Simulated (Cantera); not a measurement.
An isothermal, constant-pressure homogeneous reactor starts with CH₄ : CO₂ : H₂ = 1 : 0.33 : 0.99 (molar parts), at 1500 K and 100.0 Torr. Integrator tolerance rtol = 1e-08.

Cantera simulation using GRI-Mech 3.0 (53 species, 325 reactions); the numbers are that mechanism's predictions, not measurements. GRI-Mech 3.0 stops at C3 and has no aromatics, soot or wall deposition, so with more carbon than oxygen in the feed, carbon stays in small species such as C2H2 where larger ones or solid carbon would form.

### Question
What does this change do: pressure from 100.0 Torr to 1.00 bar?

### Answer
| quantity | before | after |
|---|---|---|
| x(CH₄) at 50.0 s | 0.0267 (gas-phase equilibrium 0.0194) | 0.100 (gas-phase equilibrium 0.0949) |
| x(CO₂) at 50.0 s | 0.00341 (gas-phase equilibrium 2.64e-8) | 0.00224 (gas-phase equilibrium 2.97e-7) |
| x(H₂) at 50.0 s | 0.676 (gas-phase equilibrium 0.712) | 0.632 (gas-phase equilibrium 0.652) |
| x(CO) at 50.0 s | 0.147 (gas-phase equilibrium 0.185) | 0.180 (gas-phase equilibrium 0.200) |
| x(HCO) at 50.0 s | 1.25e-9 (gas-phase equilibrium 1.63e-9) | 4.09e-9 (gas-phase equilibrium 4.60e-9) |
| x(H₂O) at 50.0 s | 0.0402 (gas-phase equilibrium 2.63e-7) | 0.0202 (gas-phase equilibrium 2.51e-6) |
| x(CH₂) at 50.0 s | 2.33e-9 (gas-phase equilibrium 1.08e-9) | 9.54e-10 (gas-phase equilibrium 7.67e-10) |
